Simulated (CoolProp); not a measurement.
Properties of nitrous oxide at several states (Tc = 309.5 K, pc = 72.45 bar, ω = 0.161).

Computed with CoolProp (reference Helmholtz-energy equation of state, Lemmon 2006). It is a short technical equation, of lower accuracy than the large ones.

| T (K) | p (bar) | phase | cv (kJ/(kg K)) | isothermal compressibility (1/MPa) |
|---|---|---|---|---|
| 358.3 | 89.7 | supercritical | ___ | ___ |
| 363.5 | 1.07 | gas | ___ | 9.374 |
| 319 | 0.307 | gas | 0.7091 | 32.62 |

Complete the blanks.


- 358.3, cv (kJ/(kg K)): 0.8592
- 358.3, isothermal compressibility (1/MPa): 0.1678
- 363.5, cv (kJ/(kg K)): 0.7505
